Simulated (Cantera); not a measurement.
An adiabatic, constant-pressure homogeneous reactor starts with CH4 : O2 : N2 : H2O = 1 : 1.05 : 8.74 : 0.35 (molar parts), at 1350 K and 101000 Pa.

Detailed kinetics in Cantera: GRI-Mech 3.0 (53 species, 325 reactions).

### Question
Predict: time of steepest temperature rise; temperature at 5.00 s; equilibrium temperature; x(O2) at 5.00 s; x(H2O) at 5.00 s; x(H2) at 5.00 s; x(NO) at 5.00 s.

### Answer
time of steepest temperature rise: 21.4 ms
temperature at 5.00 s: 2028 K
equilibrium temperature: 2028 K
x(O2) at 5.00 s: 1.66e-7 (gas-phase equilibrium 1.66e-7)
x(H2O) at 5.00 s: 0.104 (gas-phase equilibrium 0.104)
x(H2) at 5.00 s: 0.0904 (gas-phase equilibrium 0.0904)
x(NO) at 5.00 s: 7.08e-6 (gas-phase equilibrium 7.06e-6)
